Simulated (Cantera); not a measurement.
An adiabatic, constant-volume homogeneous reactor starts with CH₄ : O₂ : N₂ = 1 : 2.5 : 9.4 (molar parts), equivalence ratio 0.80, at 1675 K and 7.30 bar.

Computed with Cantera and GRI-Mech 3.0 (53 species, 325 reactions). Above 3000 K some thermodynamic fits are extrapolated.

Predict: time of steepest temperature rise; temperature at 5.00 s; equilibrium temperature; x(O₂) at 5.00 s; x(H₂O₂) at 5.00 s; x(HCN) at 5.00 s; x(H₂) at 5.00 s.


```json
{
  "time_of_steepest_temperature_rise": "46.6 µs",
  "temperature at 5.00 s": "3038 K",
  "equilibrium_temperature": "3038 K",
  "x(O₂) at 5.00 s": "0.0375 (gas-phase equilibrium 0.0375)",
  "x(H₂O₂) at 5.00 s": "1.68e-6 (gas-phase equilibrium 1.68e-6)",
  "x(HCN) at 5.00 s": "4.20e-9 (gas-phase equilibrium 4.20e-9)",
  "x(H₂) at 5.00 s": "0.00914 (gas-phase equilibrium 0.00914)"
}
```
